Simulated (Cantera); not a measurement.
Charge: 1 mol C, 9.3 mol H₂, held at 2375 °C and 0.100 bar.

These are equilibrium values from Cantera (NASA tables, ideal gas, pure condensed phases), not measurements of a reactor. Candidate condensed phases: C, C₆H₆, C₇H₈, C₈H₁₈; 76 gas species. Rates play no part.

Base state: H₂ 0.848, H 0.135, C₂H₂ (acetylene) 0.0165, C₂H 0.000255, C₄H₂ 0.000134, C₃ 4.36e-5, CH₃ 2.39e-5, C₂H₂ (vinylidene) 2.06e-5 (mole fractions); condensed: C(graphite).

Question: What changes in the equilibrium state with this change: C replaced by C₃H₆?

Answer: 
```
species              before     after
-----------------  --------  --------
H₂                    0.848     0.848
H                     0.135     0.135
C₂H₂ (acetylene)     0.0165    0.0165
CH₃                 2.39e-5   2.39e-5
C₄H₂               0.000134  0.000134
C₃                  4.36e-5   4.36e-5
C₂H₂ (vinylidene)   2.06e-5   2.06e-5
C                   1.14e-5   1.14e-5
C₂H                0.000255  0.000255
C(graphite), mol      0.657      2.55
```

Question: What changes in the equilibrium state with this change: temperature from 2375 °C to 2027 °C?

Answer: 
| species | before | after |
|---|---|---|
| H₂ | 0.848 | 0.966 |
| H | 0.135 | 0.0301 |
| C₂H₂ (acetylene) | 0.0165 | 0.00417 |
| C₃ | 4.36e-5 | 1.67e-7 |
| C | 1.14e-5 | 8.37e-8 |
| C₂H | 0.000255 | 5.87e-6 |
| C₄H₂ | 0.000134 | 7.38e-6 |
| C₂H₂ (vinylidene) | 2.06e-5 | 1.55e-6 |
| C(graphite), mol | 0.657 | 0.920 |
